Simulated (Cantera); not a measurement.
A Cantera script and what it prints.

```python
import numpy as np
import cantera as ct

gas_names = """
    H H2 Pb Pb2
""".split()
cond_names = """
    Pb(cr) Pb(L)
""".split()


# ... load() reads the species with a 1 bar reference pressure and builds the phases ...
atoms = {
    'Pb': {'Pb': 1},
    'H2': {'H': 2},
}
top_T = {}  # K; cautious upper limits of use, not melting points


# ... equilibrate(T, P, feed) seeds the gas with the atoms and calls Mixture.equilibrate('TP', solver="vcs", rtol=1e-11, max_steps=5000) ...
results = []
feed = {'Pb': 1, 'H2': 19}  # mol
T = 1123.15  # K
for P in [10, 52, 270, 1400, 7200, 37000, 190000, 1000000]:
    mix = equilibrate(T, P, feed)
    results.append((T, P, feed, dict(zip(mix.species_names, mix.species_moles))))
    x = sorted(zip(gas.X, gas.species_names), reverse=True)
    print(f"T = {T:g} K  P = {P:g} Pa  gas = {mix.phase_moles(0):.4g} mol")
    print("   x: " + "  ".join(f"{s} {v:.3e}" for v, s in x if v > 1e-06))
    print("   condensed (mol): " + ("  ".join(f"{mix.phase(i).name} {mix.phase_moles(i):.4g}"
          for i in range(1, mix.n_phases) if mix.phase_moles(i) > 1e-12) or "none"))
```

It prints:

```
T = 1123.15 K  P = 10 Pa  gas = 20 mol
   x: H2 9.500e-01  Pb 5.000e-02  H 4.164e-06
   condensed (mol): none
T = 1123.15 K  P = 52 Pa  gas = 20 mol
   x: H2 9.500e-01  Pb 5.000e-02  H 1.826e-06
   condensed (mol): none
T = 1123.15 K  P = 270 Pa  gas = 20 mol
   x: H2 9.500e-01  Pb 5.000e-02
   condensed (mol): none
T = 1123.15 K  P = 1400 Pa  gas = 19.25 mol
   x: H2 9.869e-01  Pb 1.309e-02
   condensed (mol): Pb(L) 0.748
T = 1123.15 K  P = 7200 Pa  gas = 19.05 mol
   x: H2 9.975e-01  Pb 2.545e-03
   condensed (mol): Pb(L) 0.9515
T = 1123.15 K  P = 37000 Pa  gas = 19.01 mol
   x: H2 9.995e-01  Pb 4.952e-04
   condensed (mol): Pb(L) 0.9906
T = 1123.15 K  P = 190000 Pa  gas = 19 mol
   x: H2 9.999e-01  Pb 9.643e-05
   condensed (mol): Pb(L) 0.9982
T = 1123.15 K  P = 1e+06 Pa  gas = 19 mol
   x: H2 1.000e+00  Pb 1.832e-05
   condensed (mol): Pb(L) 0.9997
```

These are equilibrium values from Cantera (NASA tables, ideal gas, pure condensed phases), not measurements of a reactor.
